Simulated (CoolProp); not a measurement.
n-perfluorohexane along the isotherm 176.85 °C: density (kg/m³) from the reference equation and from simpler models built on Tc = 174.9 °C, pc = 1.742 MPa, ω = 0.497; each cubic takes its own stable root.

Values from CoolProp's reference Helmholtz-energy equation of state, Gao 2022.

```
p (MPa)          phase  reference
-------  -------------  ---------
0.484              gas      48.77
0.968              gas      113.4
1.45               gas      218.3
1.94     supercritical      871.1
2.42     supercritical       1003
2.9      supercritical       1058
3.39     supercritical       1096
3.87     supercritical       1124
4.35     supercritical       1147
```

How far does each simpler model (Redlich-Kwong, Soave-Redlich-Kwong) lie from the reference over these 9 states: mean and median of the absolute difference, and the worst?


- Redlich-Kwong: mean 14.0 %, median 17.8 %, worst -23.9 % at 176.85 °C and 1.94 MPa
- Soave-Redlich-Kwong: mean 14.4 %, median 18.1 %, worst -25.6 % at 176.85 °C and 1.94 MPa
